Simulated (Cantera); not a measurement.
A closed system holds: 1 mol c-C4F8, 2.3 mol H2, 0.029 mol CH4, equilibrated at 13300 Pa.

Method: chemical equilibrium by Gibbs-energy minimisation in Cantera with the NASA 1993 tables (ideal gas, pure condensed phases). Candidate condensed phases: C, C6H6, C7H8, C8H18; 95 gas species. The feed counts by its element totals alone. Gases not in the tables: C2F6 and larger saturated fluorocarbons. Kinetics and transport are ignored.

x: gas mole fraction; n: condensed amount in mol.

```json
[
 {"T (°C)": "2352", "x HF": "0.692", "x F": "0.147", "x CF2": "0.142", "x C3": "2.37e-5", "x CF": "0.00691", "x H": "0.000182", "x C": "6.41e-6", "x C2": "2.24e-6", "n C(graphite)": "2.93"},
 {"T (°C)": "2427", "x HF": "0.675", "x F": "0.178", "x CF2": "0.130", "x C3": "6.60e-5", "x CF": "0.0102", "x H": "0.000312", "x C": "1.59e-5", "x C2": "6.32e-6", "n C(graphite)": "3.00"},
 {"T (°C)": "2502", "x HF": "0.660", "x F": "0.207", "x CF2": "0.114", "x C3": "0.000174", "x CF": "0.0144", "x H": "0.000534", "x C": "3.75e-5", "x C2": "1.69e-5", "n C(graphite)": "3.08"},
 {"T (°C)": "2577", "x HF": "0.647", "x F": "0.234", "x CF2": "0.0963", "x C3": "0.000433", "x CF": "0.0195", "x H": "0.000910", "x C": "8.46e-5", "x C2": "4.27e-5", "n C(graphite)": "3.16"},
 {"T (°C)": "2652", "x HF": "0.634", "x F": "0.258", "x CF2": "0.0786", "x C3": "0.00103", "x CF": "0.0255", "x H": "0.00154", "x C": "0.000183", "x C2": "0.000103", "n C(graphite)": "3.22"},
 {"T (°C)": "2727", "x HF": "0.621", "x F": "0.278", "x CF2": "0.0625", "x C3": "0.00234", "x CF": "0.0322", "x H": "0.00258", "x C": "0.000380", "x C2": "0.000238", "n C(graphite)": "3.25"},
 {"T (°C)": "2802", "x HF": "0.607", "x F": "0.293", "x CF2": "0.0484", "x C3": "0.00510", "x CF": "0.0395", "x H": "0.00429", "x C": "0.000762", "x C2": "0.000526", "n C(graphite)": "3.21"},
 {"T (°C)": "2877", "x HF": "0.591", "x F": "0.304", "x CF2": "0.0367", "x C3": "0.0107", "x CF": "0.0472", "x H": "0.00703", "x C": "0.00148", "x C2": "0.00112", "n C(graphite)": "3.07"},
 {"T (°C)": "2952", "x HF": "0.570", "x F": "0.308", "x CF2": "0.0272", "x C3": "0.0216", "x CF": "0.0549", "x H": "0.0113", "x C": "0.00278", "x C2": "0.00230", "n C(graphite)": "___"},
 {"T (°C)": "3027", "x HF": "0.539", "x F": "0.306", "x CF2": "0.0196", "x C3": "0.0423", "x CF": "0.0621", "x H": "0.0179", "x C": "0.00508", "x C2": "0.00456", "n C(graphite)": "___"},
 {"T (°C)": "3102", "x HF": "0.490", "x F": "0.296", "x CF2": "0.0136", "x C3": "0.0803", "x CF": "0.0680", "x H": "0.0272", "x C": "0.00903", "x C2": "0.00879", "n C(graphite)": "___"},
 {"T (°C)": "3177", "x HF": "0.454", "x F": "0.303", "x CF2": "0.00916", "x C3": "0.0941", "x CF": "0.0672", "x H": "0.0392", "x C": "0.0135", "x C2": "0.0121", "n C(graphite)": "___"}
]
```

Task: Complete the blanks.

Result: 
- 2952, n C(graphite): 2.74
- 3027, n C(graphite): 2.05
- 3102, n C(graphite): 0.625
- 3177, n C(graphite): 0
